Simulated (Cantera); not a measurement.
## Gas-phase reforming

An isothermal, constant-pressure homogeneous reactor starts with 73.5 % CH4, 26.5 % H2O, at 1625 K and 13.0 bar.

Detailed kinetics in Cantera: GRI-Mech 3.0 (53 species, 325 reactions). GRI-Mech 3.0 stops at C3 and has no aromatics, soot or wall deposition, so with more carbon than oxygen in the feed, carbon stays in small species such as C2H2 where larger ones or solid carbon would form. The pressure lies above the range GRI-Mech 3.0 was tuned for (to about 10 atm).

| t (s) | x CH4 | x H2O | x CH2O | x O2 | x C2H2 | x C2H6 | x H2 |
|---|---|---|---|---|---|---|---|
| 2.00e-5 | 0.734 | 0.265 | 2.07e-7 | <1e-12 | 3.22e-7 | 0.000458 | 0.000718 |
| 0.000100 | 0.727 | 0.264 | 1.81e-6 | <1e-12 | 2.76e-5 | 0.00240 | 0.00443 |
| 0.000503 | 0.686 | 0.260 | 6.98e-6 | 1.60e-12 | 0.00253 | 0.00466 | 0.0346 |
| 0.00252 | 0.528 | 0.237 | 3.82e-6 | 1.21e-12 | 0.0400 | 0.00197 | 0.170 |
| 0.0126 | 0.301 | 0.201 | 1.61e-6 | <1e-12 | 0.0908 | 0.000882 | 0.364 |
| 0.0633 | 0.256 | 0.174 | 1.20e-6 | <1e-12 | 0.0895 | 0.000842 | 0.417 |
| 0.317 | 0.254 | 0.114 | 7.89e-7 | <1e-12 | 0.0630 | 0.000740 | 0.466 |
| 1.59 | 0.234 | 0.0371 | 5.38e-7 | <1e-12 | 0.0338 | 0.000537 | 0.542 |
| 7.98 | 0.214 | 0.00169 | 5.28e-7 | <1e-12 | 0.0229 | 0.000420 | 0.584 |
| 40.0 | 0.213 | 2.71e-5 | 5.29e-7 | <1e-12 | 0.0224 | 0.000414 | 0.586 |
x: mole fraction; the columns are a selection and need not sum to one.

Equilibrium at this temperature and pressure: CH4 0.213, H2O 2.79e-5, CH2O 5.29e-7, O2 <1e-12, C2H2 0.0224, C2H6 0.000414, H2 0.586 (gas phase only).
